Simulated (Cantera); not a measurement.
A closed system holds: 1 mol (CH3)2SiCl2, 0.05 mol C3H8, 15 mol H2, 0.014 mol C2H4, equilibrated at 1.33 mbar.

Method: chemical equilibrium by Gibbs-energy minimisation in Cantera with the NASA 1993 tables (ideal gas, pure condensed phases). Candidate condensed phases: C, C6H6, C7H8, C8H18, Si, SiC; 109 gas species. The feed counts by its element totals alone. Gases not in the tables: Si2H6 and higher silanes. The numbers say what is thermodynamically allowed, not how fast it happens.

Which condensed phases are stable at each of these points (T (K)): 1648, 1698, 1748, 1798, 1848, 1898, 1948, 1998, 2048, 2098, 2148, 2198, 2248?


| T (K) | condensed phases | Si condensed (%) |
|---|---|---|
| 1648 | C(graphite) + SiC(s) | 99.0 |
| 1698 | C(graphite) + SiC(s) | 98.8 |
| 1748 | C(graphite) + SiC(s) | 98.5 |
| 1798 | C(graphite) + SiC(s) | 98.2 |
| 1848 | C(graphite) + SiC(s) | 97.7 |
| 1898 | C(graphite) + SiC(s) | 97.0 |
| 1948 | C(graphite) + SiC(s) | 95.6 |
| 1998 | C(graphite) + SiC(s) | 93.1 |
| 2048 | C(graphite) + SiC(s) | 87.9 |
| 2098 | C(graphite) + SiC(s) | 77.8 |
| 2148 | C(graphite) + SiC(s) | 57.6 |
| 2198 | C(graphite) + SiC(s) | 17.3 |
| 2248 | C(graphite) | 0.0 |

From 1648 K to 2198 K the condensed part is C(graphite) + SiC(s). At 2248 K the condensed part is C(graphite).
